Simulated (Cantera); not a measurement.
What does this Cantera script print?

```python
import numpy as np
import cantera as ct

gas = ct.Solution("gri30.yaml")
gas.TPX = 775, 290000, {'CH4': 1, 'H2': 1.5, 'O2': 3.44, 'N2': 12.9}
inlet = ct.Reservoir(gas, clone=True)
gas.equilibrate("HP")  # start burning
reactor = ct.IdealGasConstPressureReactor(gas, energy="on", clone=False)
exhaust = ct.Reservoir(gas, clone=True)
tau = [0.04, 0.019, 0.0094, 0.0046, 0.0022, 0.0011, 0.00052, 0.00025, 0.00012, 5.9e-05, 2.9e-05, 1.4e-05, 6.8e-06][0]
for a, b in ((inlet, reactor), (reactor, exhaust)):
    ct.MassFlowController(a, b, mdot=lambda t: reactor.mass / tau)
net = ct.ReactorNet([reactor])
show = ['CH4', 'H2', 'O2', 'NO', 'C2H']

rows = []
print(f"{'tau/s':>10s}{'T/K':>9s}" + "".join(f"{s:>11s}" for s in show))
for tau in [0.04, 0.019, 0.0094, 0.0046, 0.0022, 0.0011, 0.00052, 0.00025, 0.00012, 5.9e-05, 2.9e-05, 1.4e-05, 6.8e-06]:
    net.initial_time = 0.0
    net.advance(30 * tau)
    before = gas.X
    net.advance(40 * tau)
    drift = np.max(np.abs(gas.X - before) / (gas.X + 1e-9))
    rows.append([gas.T, *gas[show].X, drift])
    print(f"{tau:10.3e}{gas.T:9.1f}" + "".join(f"{x:11.3e}" for x in gas[show].X))
```

Result:

```
     tau/s      T/K        CH4         H2         O2         NO        C2H
 4.000e-02   2372.6  9.729e-07  1.881e-03  3.621e-02  4.470e-03  1.476e-13
 1.900e-02   2373.0  1.982e-06  1.949e-03  3.687e-02  3.228e-03  5.986e-13
 9.400e-03   2371.5  3.828e-06  2.070e-03  3.750e-02  2.134e-03  2.159e-12
 4.600e-03   2366.3  7.296e-06  2.303e-03  3.810e-02  1.312e-03  7.370e-12
 2.200e-03   2354.4  1.365e-05  2.751e-03  3.875e-02  7.825e-04  2.292e-11
 1.100e-03   2334.2  2.351e-05  3.479e-03  3.952e-02  4.905e-04  5.649e-11
 5.200e-04   2299.5  4.071e-05  4.719e-03  4.069e-02  3.013e-04  1.258e-10
 2.500e-04   2251.1  6.890e-05  6.432e-03  4.227e-02  1.876e-04  2.446e-10
 1.200e-04   2188.1  1.191e-04  8.608e-03  4.438e-02  1.175e-04  4.570e-10
 5.900e-05   2114.2  2.117e-04  1.106e-02  4.707e-02  7.588e-05  8.576e-10
 2.900e-05   2028.6  4.046e-04  1.382e-02  5.080e-02  4.851e-05  1.746e-09
 1.400e-05   1929.1  8.893e-04  1.735e-02  5.686e-02  2.784e-05  4.232e-09
 6.800e-06   1802.8  2.695e-03  2.488e-02  7.010e-02  1.080e-05  1.439e-08
```

Model: GRI-Mech 3.0 (53 species, 325 reactions), integrated in Cantera.
